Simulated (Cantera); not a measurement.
Feed: 1 mol SiHCl3, 0.65 mol HCl, 900 mol H2, at 75.0 Torr.

Cantera equilibrium calculation (NASA polynomials, part measured and part estimated; ideal gas, pure solids and liquids). Candidate condensed phases: Si; 19 gas species. Gases not in the tables: Si2H6 and higher silanes. Kinetics and transport are ignored.

x: gas mole fraction; n: condensed amount in mol.

```tsv
T (K)	x H2	x HCl	x H	x SiCl2	x SiH2	n Si(s)	n Si(l)
1550	0.996	0.00394	___	5.19e-5	2.78e-6	0.949	0
1575	0.996	0.00394	___	5.28e-5	3.74e-6	0.947	0
1600	0.996	0.00393	___	5.36e-5	4.98e-6	0.945	0
1625	0.996	0.00393	___	5.44e-5	6.58e-6	0.942	0
1650	0.996	0.00393	___	5.52e-5	8.62e-6	0.938	0
1675	0.996	0.00393	___	5.59e-5	1.12e-5	0.932	0
1700	0.996	0.00393	___	5.55e-5	1.41e-5	0	0.926
1725	0.995	0.00393	___	5.35e-5	1.72e-5	0	0.921
1750	0.995	0.00393	___	5.17e-5	2.07e-5	0	0.913
```

Task: Complete the blanks.

Result: 
- 1550, x H: 9.94e-5
- 1575, x H: 0.000131
- 1600, x H: 0.000172
- 1625, x H: 0.000223
- 1650, x H: 0.000287
- 1675, x H: 0.000366
- 1700, x H: 0.000465
- 1725, x H: 0.000586
- 1750, x H: 0.000734
